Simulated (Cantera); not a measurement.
A Cantera script and what it prints.

```python
import numpy as np
import cantera as ct

gas_names = """
    C CO CO2 C2 C2O C3 C3O2 C4 C5 Fe FeC5O5 FeO O O2 O3
""".split()
cond_names = """
    C(gr) Fe(a) Fe(c) Fe(d) Fe(L) FeC5O5(L) FeO(s) FeO(L) Fe2O3(s) Fe3O4(s)
""".split()


# ... load() reads the species with a 1 bar reference pressure and builds the phases ...
atoms = {
    'Fe3O4': {'Fe': 3, 'O': 4},
    'CO': {'C': 1, 'O': 1},
}
top_T = {'C(gr)': 4500, 'Fe2O3(s)': 1830, 'Fe3O4(s)': 1870}  # K; cautious upper limits of use, not melting points


# ... equilibrate(T, P, feed) seeds the gas with the atoms and calls Mixture.equilibrate('TP', solver="vcs", rtol=1e-11, max_steps=5000) ...
results = []
feed = {'Fe3O4': 1, 'CO': 2}  # mol
P = 101325  # Pa
for T in [1125, 1225, 1325, 1425, 1525, 1625, 1725, 1825, 1925, 2025, 2125]:
    mix = equilibrate(T, P, feed)
    results.append((T, P, feed, dict(zip(mix.species_names, mix.species_moles))))
    x = sorted(zip(gas.X, gas.species_names), reverse=True)
    print(f"T = {T:g} K  P = {P:g} Pa  gas = {mix.phase_moles(0):.4g} mol")
    print("   x: " + "  ".join(f"{s} {v:.3e}" for v, s in x if v > 1e-06))
    print("   condensed (mol): " + ("  ".join(f"{mix.phase(i).name} {mix.phase_moles(i):.4g}"
          for i in range(1, mix.n_phases) if mix.phase_moles(i) > 1e-12) or "none"))
```

Result:

```
T = 1125 K  P = 101325 Pa  gas = 2 mol
   x: CO2 5.000e-01  CO 5.000e-01
   condensed (mol): FeO(s) 3
T = 1225 K  P = 101325 Pa  gas = 2 mol
   x: CO2 5.000e-01  CO 5.000e-01
   condensed (mol): FeO(s) 3
T = 1325 K  P = 101325 Pa  gas = 2 mol
   x: CO2 5.000e-01  CO 5.000e-01
   condensed (mol): FeO(s) 3
T = 1425 K  P = 101325 Pa  gas = 2 mol
   x: CO2 5.000e-01  CO 5.000e-01
   condensed (mol): FeO(s) 3
T = 1525 K  P = 101325 Pa  gas = 2 mol
   x: CO2 5.000e-01  CO 5.000e-01
   condensed (mol): FeO(s) 3
T = 1625 K  P = 101325 Pa  gas = 2 mol
   x: CO2 5.000e-01  CO 5.000e-01
   condensed (mol): FeO(s) 3
T = 1725 K  P = 101325 Pa  gas = 2 mol
   x: CO2 5.000e-01  CO 5.000e-01  Fe 1.230e-06
   condensed (mol): FeO(L) 3
T = 1825 K  P = 101325 Pa  gas = 2 mol
   x: CO2 5.000e-01  CO 5.000e-01  Fe 4.800e-06
   condensed (mol): FeO(L) 3
T = 1925 K  P = 101325 Pa  gas = 2 mol
   x: CO2 5.000e-01  CO 5.000e-01  Fe 1.614e-05  FeO 1.149e-06
   condensed (mol): FeO(L) 3
T = 2025 K  P = 101325 Pa  gas = 2 mol
   x: CO2 5.000e-01  CO 4.999e-01  Fe 4.784e-05  FeO 4.733e-06  O2 2.608e-06  O 1.298e-06
   condensed (mol): FeO(L) 3
T = 2125 K  P = 101325 Pa  gas = 2 mol
   x: CO2 5.000e-01  CO 4.998e-01  Fe 1.272e-04  FeO 1.692e-05  O2 1.231e-05  O 5.756e-06
   condensed (mol): FeO(L) 3
```

Equilibrium computed with Cantera from the NASA thermochemical tables; the gas is ideal and each condensed phase is pure. The tables' stoichiometric FeO is somewhat more stable than real wüstite, so its field is too wide. FeO: taken at fixed stoichiometry.
